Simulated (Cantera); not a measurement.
What does this Cantera script print?

```python
import numpy as np
import cantera as ct

gas_names = """
    CL CL2 H HCL H2 Si SiCL SiCL2 SiCL3 SiCL4 SiH SiHCL3 SiH2 SiH2CL2 SiH3 SiH3CL SiH4 Si2 Si3
""".split()
cond_names = """
    Si(cr) Si(L)
""".split()


# ... load() reads the species with a 1 bar reference pressure and builds the phases ...
atoms = {
    'SiCl4': {'Si': 1, 'CL': 4},
    'H2': {'H': 2},
}
top_T = {}  # K; cautious upper limits of use, not melting points


# ... equilibrate(T, P, feed) seeds the gas with the atoms and calls Mixture.equilibrate('TP', solver="vcs", rtol=1e-11, max_steps=5000) ...
results = []
feed = {'SiCl4': 1, 'H2': 5.3}  # mol
T = 1025  # K
P = 670000  # Pa
mix = equilibrate(T, P, feed)
results.append((T, P, feed, dict(zip(mix.species_names, mix.species_moles))))
x = sorted(zip(gas.X, gas.species_names), reverse=True)
print(f"T = {T:g} K  P = {P:g} Pa  gas = {mix.phase_moles(0):.4g} mol")
print("   x: " + "  ".join(f"{s} {v:.3e}" for v, s in x if v > 1e-05))
print("   condensed (mol): " + ("  ".join(f"{mix.phase(i).name} {mix.phase_moles(i):.4g}"
      for i in range(1, mix.n_phases) if mix.phase_moles(i) > 1e-12) or "none"))
```

It prints:

```
T = 1025 K  P = 670000 Pa  gas = 6.301 mol
   x: H2 8.105e-01  SiCL4 1.286e-01  HCL 3.084e-02  SiHCL3 2.905e-02  SiH2CL2 7.279e-04  SiCL3 2.967e-04  SiCL2 1.429e-05
   condensed (mol): none
```

Method: chemical equilibrium by Gibbs-energy minimisation in Cantera with the NASA 1993 tables (ideal gas, pure condensed phases). The tables' values for SiCl3 are old estimates; treat these amounts as uncertain.
